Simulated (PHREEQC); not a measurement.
Solution (70 °C): 35 mmol/kgw HF, 120 mmol/kgw NaF and 1.8 mmol/kgw H2SiF6. Closed to the air; pH follows from the charge balance.

Model: ion-association model, phreeqc.dat, run in PHREEQC.

```tsv
quantity	before	after
pH	3.99	3.65
ionic strength (mol/kgw)	0.118	0.118
Na+ (mol/kgw)	0.116	0.116
F- (mol/kgw)	0.101	0.102
HF (mol/kgw)	0.0267	0.0273
HF2- (mol/kgw)	0.0118	0.0110
```

### Question
Name the change that produced these shifts.
(A) H2SiF6 left out
(B) temperature from 70 to 30 °C
(C) temperature from 70 to 15 °C
(D) H2SiF6 from 0.0018 to 0.00162 mol/kgw
(E) 0.011 mol/kgw CdSO4 added

### Answer
B, temperature from 70 to 30 °C

Precipitation was switched off in this run. At this temperature some constants are extrapolated from 25 °C, and those without enthalpy data are left unchanged. SiF6-2 is the database's only silicon fluoride.
